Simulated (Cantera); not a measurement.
An adiabatic, constant-volume homogeneous reactor starts with CO : H2 : O2 : N2 = 1 : 0.44 : 1.01 : 3.81 (molar parts), at 950 K and 0.470 bar. Integrator tolerance rtol = 1e-08.

Cantera simulation using GRI-Mech 3.0 (53 species, 325 reactions); the numbers are that mechanism's predictions, not measurements.

Problem. What does this change do: N2 3.81 to 5.3 parts?

Solution. 
```csv
quantity,before,after
time of steepest temperature rise,0.939 ms,1.18 ms
temperature at 0.200 s,2617 K,2467 K
equilibrium temperature,2617 K,2467 K
x(CO) at 0.200 s,0.0358 (gas-phase equilibrium 0.0358),0.0174 (gas-phase equilibrium 0.0174)
x(H2) at 0.200 s,0.00266 (gas-phase equilibrium 0.00266),0.00132 (gas-phase equilibrium 0.00132)
x(O2) at 0.200 s,0.0581 (gas-phase equilibrium 0.0581),0.0427 (gas-phase equilibrium 0.0427)
x(O) at 0.200 s,0.00561 (gas-phase equilibrium 0.00561),0.00241 (gas-phase equilibrium 0.00241)
x(NO) at 0.200 s,0.0135 (gas-phase equilibrium 0.0135),0.00950 (gas-phase equilibrium 0.00950)
x(N2O) at 0.200 s,7.50e-7 (gas-phase equilibrium 7.50e-7),5.41e-7 (gas-phase equilibrium 5.41e-7)
x(H2O) at 0.200 s,0.0678 (gas-phase equilibrium 0.0678),0.0569 (gas-phase equilibrium 0.0569)
```

Problem. What does this change do: CO 1 to 0.62 parts?

Solution. 
```json
[
 {"quantity": "time of steepest temperature rise", "before": "0.939 ms", "after": "0.902 ms"},
 {"quantity": "temperature at 0.200 s", "before": "2617 K", "after": "2446 K"},
 {"quantity": "equilibrium temperature", "before": "2617 K", "after": "2446 K"},
 {"quantity": "x(CO) at 0.200 s", "before": "0.0358 (gas-phase equilibrium 0.0358)", "after": "0.00951 (gas-phase equilibrium 0.00951)"},
 {"quantity": "x(H2) at 0.200 s", "before": "0.00266 (gas-phase equilibrium 0.00266)", "after": "0.00113 (gas-phase equilibrium 0.00113)"},
 {"quantity": "x(O2) at 0.200 s", "before": "0.0581 (gas-phase equilibrium 0.0581)", "after": "0.0845 (gas-phase equilibrium 0.0845)"},
 {"quantity": "x(O) at 0.200 s", "before": "0.00561 (gas-phase equilibrium 0.00561)", "after": "0.00306 (gas-phase equilibrium 0.00306)"},
 {"quantity": "x(NO) at 0.200 s", "before": "0.0135 (gas-phase equilibrium 0.0135)", "after": "0.0125 (gas-phase equilibrium 0.0125)"},
 {"quantity": "x(N2O) at 0.200 s", "before": "7.50e-7 (gas-phase equilibrium 7.50e-7)", "after": "6.90e-7 (gas-phase equilibrium 6.90e-7)"},
 {"quantity": "x(H2O) at 0.200 s", "before": "0.0678 (gas-phase equilibrium 0.0678)", "after": "0.0759 (gas-phase equilibrium 0.0759)"}
]
```
